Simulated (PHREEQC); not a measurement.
Dissolve 0.046 mol/kgw (CH3)4NF at 20 °C. Closed to the air; pH follows from the charge balance.

Computed with PHREEQC (ion-association model, phreeqc.dat).

Each row changes one thing in this solution. This is a speciation only: nothing precipitates in the calculation.

| case | pH | ionic strength (mol/kgw) |
|---|---|---|
| as made | 7.93 | 0.0460 |
| (CH3)4NF replaced by (CH3)4NCl at the same molality | 7.07 | 0.0460 |
| (CH3)4NF from 0.046 to 0.46 mol/kgw | 8.48 | 0.460 |
| (CH3)4NF from 0.046 to 0.0092 mol/kgw | 7.62 | 0.00920 |
| temperature from 20 to 70 °C | 7.45 | 0.0460 |
| (CH3)4NF replaced by NaHF2 at the same molality | 3.06 | 0.0463 |
| (CH3)4NF from 0.046 to 0.0046 mol/kgw | 7.49 | 0.00460 |
| diluted 10-fold with water | 7.49 | 0.00460 |

(CH3)4N+ isn't in the database: it is added as a free cation with an ion size of 4 Å. Away from 25 °C the constants follow the database's enthalpies or fits; those with neither stay at their 25 °C values.
